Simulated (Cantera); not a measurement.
An isothermal, constant-pressure homogeneous reactor starts with C2H4 : H2 = 1 : 18 (molar parts), at 2023 K and 0.454 atm.

Model: GRI-Mech 3.0 (53 species, 325 reactions), integrated in Cantera. GRI-Mech 3.0 was tuned for natural gas; its chemistry of ethylene as a main component is partial and can be far from experiment. GRI-Mech 3.0 stops at C3 and has no aromatics, soot or wall deposition, so with more carbon than oxygen in the feed, carbon stays in small species such as C2H2 where larger ones or solid carbon would form.

x: mole fraction; the columns are a selection and need not sum to one.

```tsv
t (s)	x C2H4	x H2	x CH4	x CH2	x C2H6
0.000300	0.00230	0.949	[?]	1.28e-8	7.73e-8
0.000739	0.000148	0.949	[?]	4.64e-9	6.99e-9
0.00182	0.000133	0.948	[?]	1.48e-8	7.87e-9
0.00448	0.000128	0.947	[?]	3.45e-8	8.04e-9
0.0110	0.000127	0.947	[?]	6.73e-8	8.76e-9
0.0272	0.000127	0.947	[?]	1.36e-7	1.20e-8
0.0669	0.000127	0.947	[?]	2.32e-7	2.05e-8
0.165	0.000126	0.947	0.00124	2.70e-7	2.51e-8
0.406	0.000126	0.947	0.00125	2.71e-7	2.53e-8
1.00	0.000126	0.947	0.00125	2.71e-7	2.53e-8
```

Complete the blanks.


- 0.000300, x CH4: 7.41e-5
- 0.000739, x CH4: 8.13e-5
- 0.00182, x CH4: 9.44e-5
- 0.00448, x CH4: 0.000149
- 0.0110, x CH4: 0.000296
- 0.0272, x CH4: 0.000616
- 0.0669, x CH4: 0.00107
